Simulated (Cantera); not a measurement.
An isothermal, constant-pressure homogeneous reactor starts with 5.72 % H2, 93.7 % O2, 0.544 % H2O, equivalence ratio 0.030, at 1275 K and 0.00563 atm.

Model: the H2/O2 subset of GRI-Mech 3.0, which has no nitrogen chemistry, integrated in Cantera. Radical loss at walls, strong at low pressure, is not modelled. The temperature is held fixed by assumption; the heat of reaction is taken as removed at once.

One state of this run: x H2 = 1.89e-7; x O2 = 0.936; x HO2 = 1.32e-8; x H = 1.64e-8; x O = 5.54e-6. x: mole fraction; the columns are a selection and need not sum to one.

Question: Which value of t (s) does it belong to?
(A) 0.00317
(B) 0.000796
(C) 50.2
(D) 12.6

Answer: C, 50.2
